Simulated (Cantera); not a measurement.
A closed system holds: 1 mol MgCO3, 2.4 mol O2, 25 mol N2, held at 1848 K and 17.0 bar.

Method: chemical equilibrium by Gibbs-energy minimisation in Cantera with the NASA 1993 tables (ideal gas, pure condensed phases). Candidate condensed phases: C, Mg, MgCO3, MgO; 28 gas species. Kinetics and transport are ignored.

Base state: N2 0.879, O2 0.0829, CO2 0.0352, NO 0.00323, NO2 1.91e-5, O 1.32e-5 (mole fractions); condensed: MgO(s).

Question: What changes in the equilibrium state with this change: temperature from 1848 K to 1498.15 K?

Answer: 
```json
[
 {"species": "N2", "before": "0.879", "after": "0.880"},
 {"species": "O2", "before": "0.0829", "after": "0.0841"},
 {"species": "CO2", "before": "0.0352", "after": "0.0352"},
 {"species": "NO", "before": "0.00323", "after": "0.000811"},
 {"species": "O", "before": "1.32e-5", "after": "2.78e-7"},
 {"species": "NO2", "before": "1.91e-5", "after": "1.14e-5"},
 {"species": "MgO(s), mol", "before": "1.00", "after": "1.00"}
]
```
